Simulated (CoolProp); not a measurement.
Saturation properties of R245ca (Tc = 174.4 °C, pc = 3941 kPa, ω = 0.355).

Computed with CoolProp (reference Helmholtz-energy equation of state, Zhou 2016).

```csv
T (°C),p (kPa),vapour density (kg/m³),surface tension (mN/m)
69.25,427.9,22.59,10.6
72.45,467.3,24.64,10.2
75.55,508.1,26.76,9.84
78.75,552.9,29.10,9.45
81.85,599.1,31.53,9.07
84.95,648.2,34.12,8.69
88.15,702.0,36.99,8.30
91.25,757.2,39.95,7.93
94.45,817.6,43.23,7.55
```

It boils at 25.3 °C under 1 atm.

Surface tension comes from a separate correlation (Mulero 2012).
